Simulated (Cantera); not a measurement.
A perfectly stirred reactor is fed with CO : H₂ : CH₄ : O₂ : N₂ = 1 : 0.46 : 1.2 : 2.61 : 9.81 (molar parts), equivalence ratio 1.2, at 1000000 Pa; it is adiabatic with a 325 K inlet, and is followed from long to short residence time, starting on the burning branch (τ in s: 0.31, 0.1, 0.033, 0.011, 0.0036, 0.0012, 0.00038, 0.00013, 4.1e-05, 1.4e-05).

Computed with Cantera and GRI-Mech 3.0 (53 species, 325 reactions).

One state of this run: T (K) = 2089; x CO = 0.0641; x H₂ = 0.0199; x CH₄ = 0.000706; x NO = 0.000154; x HCO = 6.55e-6. x: mole fraction; the columns are a selection and need not sum to one.

**Question.** Which value of τ (s) does it belong to?
A) 0.00013
B) 0.011
C) 4.1e-5
D) 0.0036

**Answer.** C, 4.1e-5
